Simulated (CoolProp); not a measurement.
Model: reference Helmholtz-energy equation of state, Lemmon 2013, in CoolProp.

Problem. For propylene, give the phase and the density (kg/m³), speed of sound (m/s), expansivity (1/kK), viscosity (µPa s) at 297.2 K and 826 kPa.

Solution. 
- 297.2 K and 826 kPa: gas; density 16.2, speed of sound 233, expansivity 5.31, viscosity 8.66

Viscosity comes from a separate model (Huber 2003), an estimate that may be off by 10 % or more.
